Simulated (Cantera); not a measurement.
What does this Cantera script print?

```python
import numpy as np
import cantera as ct

gas_names = """
    NH3 NbO2 H2O N
""".split()
cond_names = """
    Nb(cr) Nb(L)
""".split()


# ... load() reads the species with a 1 bar reference pressure and builds the phases ...
species = {s.name: s for s in load("nasa_gas.yaml", gas_names) + load("nasa_condensed.yaml", cond_names)}
# Each term lists the table entries of one substance; the one whose range holds T is used.
reactions = {
    '4 NH3(g) + 3 NbO2(g) = 3 Nb + 6 H2O(g) + 4 N(g)':
        [(-4, ['NH3']), (-3, ['NbO2']), (3, ['Nb(cr)', 'Nb(L)']), (6, ['H2O']), (4, ['N'])],
}


def pick(names, T):
    return next(species[n] for n in names if species[n].thermo.min_temp <= T <= species[n].thermo.max_temp)


results = []
for label, terms in reactions.items():
    print(label)
    print("     T/K   dH/kJ  dS/(J/K)   dG/kJ   log10 K")
    for T in [300, 1948, 2023, 2098, 2173, 2248, 2323, 2398, 2473, 2548]:
        used = [(nu, pick(names, T)) for nu, names in terms]
        dH = sum(nu * s.thermo.h(T) for nu, s in used) / 1e6
        dS = sum(nu * s.thermo.s(T) for nu, s in used) / 1e3
        dG = dH - T * dS / 1e3
        logK = -dG * 1e6 / (ct.gas_constant * T * np.log(10))
        results.append((label, T, dH, dS, dG, logK, [s.name for _, s in used]))
        print(f"{T:8g} {dH:8.1f} {dS:8.1f} {dG:8.1f} {logK:8.2f}")
```

It prints:

```
4 NH3(g) + 3 NbO2(g) = 3 Nb + 6 H2O(g) + 4 N(g)
     T/K   dH/kJ  dS/(J/K)   dG/kJ   log10 K
     300   1223.7    266.2   1143.8  -199.15
    1948   1277.2    342.3    610.4   -16.37
    2023   1279.6    343.5    584.7   -15.10
    2098   1282.1    344.7    558.9   -13.92
    2173   1284.8    346.0    533.0   -12.81
    2248   1287.6    347.2    507.0   -11.78
    2323   1290.6    348.6    480.9   -10.81
    2398   1293.9    349.9    454.7    -9.91
    2473   1297.4    351.4    428.4    -9.05
    2548   1301.1    352.9    402.0    -8.24
```

Cantera with NASA thermochemical tables; ideal gases at 1 bar, condensed phases pure. Condensed species are held in their standard states even where they would react or evaporate.
